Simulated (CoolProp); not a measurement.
The numbers come from the reference Helmholtz-energy equation of state, Bücker 2006 in CoolProp.

For ethane, give the phase and the cp (kJ/(kg K)), cv (kJ/(kg K)), viscosity (µPa s), conductivity (mW/(m K)) at 620 K and 1.62 bar; 620 K and 6.85 bar; 620 K and 14.1 bar.


- 620 K and 1.62 bar: gas; cp 3.04, cv 2.76, viscosity 17.6, conductivity 77.4
- 620 K and 6.85 bar: gas; cp 3.05, cv 2.76, viscosity 17.7, conductivity 77.5
- 620 K and 14.1 bar: gas; cp 3.06, cv 2.76, viscosity 17.8, conductivity 77.7

Viscosity comes from a separate model (Friend 1991). Thermal conductivity comes from a separate model (Friend 1991).
